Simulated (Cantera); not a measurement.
Mixture: CH₄ : CO : O₂ : N₂ = 1 : 0.47 : 2.38 : 8.94 (molar parts), equivalence ratio 0.94, at 0.987 atm, adiabatic and at constant volume. Ignition delay is the time to a rise of 400 K.

Detailed kinetics in Cantera: GRI-Mech 3.0 (53 species, 325 reactions).

### Question
What does this change do: 0.55 parts H2 added?

### Answer
```json
[
 {"quantity": "delay at 1100 K", "before": "0.263 s", "after": "4.65 ms"},
 {"quantity": "delay at 1200 K", "before": "51.3 ms", "after": "1.87 ms"},
 {"quantity": "delay at 1300 K", "before": "12.0 ms", "after": "0.813 ms"},
 {"quantity": "delay at 1400 K", "before": "3.32 ms", "after": "0.390 ms"},
 {"quantity": "delay at 1500 K", "before": "1.10 ms", "after": "0.207 ms"},
 {"quantity": "delay at 1600 K", "before": "0.438 ms", "after": "0.119 ms"},
 {"quantity": "delay at 1700 K", "before": "0.203 ms", "after": "73.2 µs"},
 {"quantity": "apparent activation energy between 1500 and 1700 K", "before": "180 kJ/mol", "after": "110 kJ/mol"}
]
```

### Question
What does this change do: constant pressure in place of constant volume?

### Answer
```json
[
 {"quantity": "delay at 1100 K", "before": "0.263 s", "after": "0.276 s"},
 {"quantity": "delay at 1200 K", "before": "51.3 ms", "after": "54.1 ms"},
 {"quantity": "delay at 1300 K", "before": "12.0 ms", "after": "12.7 ms"},
 {"quantity": "delay at 1400 K", "before": "3.32 ms", "after": "3.51 ms"},
 {"quantity": "delay at 1500 K", "before": "1.10 ms", "after": "1.16 ms"},
 {"quantity": "delay at 1600 K", "before": "0.438 ms", "after": "0.461 ms"},
 {"quantity": "delay at 1700 K", "before": "0.203 ms", "after": "0.214 ms"},
 {"quantity": "apparent activation energy between 1500 and 1700 K", "before": "180 kJ/mol", "after": "180 kJ/mol"}
]
```
